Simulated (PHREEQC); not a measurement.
Consider water at 25 °C with 9.7 mmol/kgw NaHCO3, 110 mmol/kgw KOH and 22 mmol/kgw KCl. Closed to the air; pH follows from the charge balance.

Model: ion-association model, phreeqc.dat, run in PHREEQC.

This is a speciation only: nothing precipitates in the calculation.

Task: What pH, density does the model give?

Result: pH 12.86; density 1.004 g/cm³.

Task: In which forms is C present?

Result: CO3-2 94 %, NaCO3- 5.5 % of the C.

Species that the database lacks are ignored.
